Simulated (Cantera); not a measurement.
Input: 1 mol CH₃SiH₃, 0.87 mol C₃H₈, 1.4 mol H₂, held at 16.0 mbar.

Equilibrium computed with Cantera from the NASA thermochemical tables; the gas is ideal and each condensed phase is pure. Candidate condensed phases: C, C₆H₆, C₇H₈, C₈H₁₈, Si, SiC; 87 gas species. The feed counts by its element totals alone. Gases not in the tables: Si₂H₆ and higher silanes. Kinetics and transport are ignored. All values below are at 2548 K.

Base state: H₂ 0.692, H 0.203, Si 0.0668, SiC₂ 0.0199, C₂H₂ (acetylene) 0.00913, Si₂C 0.00639, SiH 0.00173, Si₂ 0.000303 (mole fractions); condensed: C(graphite).

Q: What changes in the equilibrium state with this change: pressure from 16.0 mbar to 6.80 mbar?

A: 
| species | before | after |
|---|---|---|
| H₂ | 0.692 | 0.606 |
| H | 0.203 | 0.292 |
| Si | 0.0668 | 0.0689 |
| Si₂C | 0.00639 | 0.00288 |
| SiC₂ | 0.0199 | 0.0205 |
| SiH₂ | 0.000133 | 5.09e-5 |
| C₂ | 6.01e-6 | 1.41e-5 |
| C | 1.99e-5 | 4.68e-5 |
| C₃ | 6.46e-5 | 0.000152 |
| C(graphite), mol | 2.97 | 2.98 |
